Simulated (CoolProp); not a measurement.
Values from CoolProp's reference Helmholtz-energy equation of state, Lemmon 2006. It is a short technical equation, of lower accuracy than the large ones.

Q: Give the vapour pressure (MPa), vapour density (kg/m³), enthalpy of vaporisation (kJ/kg), liquid cp (kJ/(kg K)) of saturated nitrous oxide at -15.75 °C.

A: 
```
T (°C)  p (MPa)  vapour density (kg/m³)  enthalpy of vaporisation (kJ/kg)  liquid cp (kJ/(kg K))
------  -------  ----------------------  --------------------------------  ---------------------
-15.75     2.04                    53.2                               268                   2.03
```
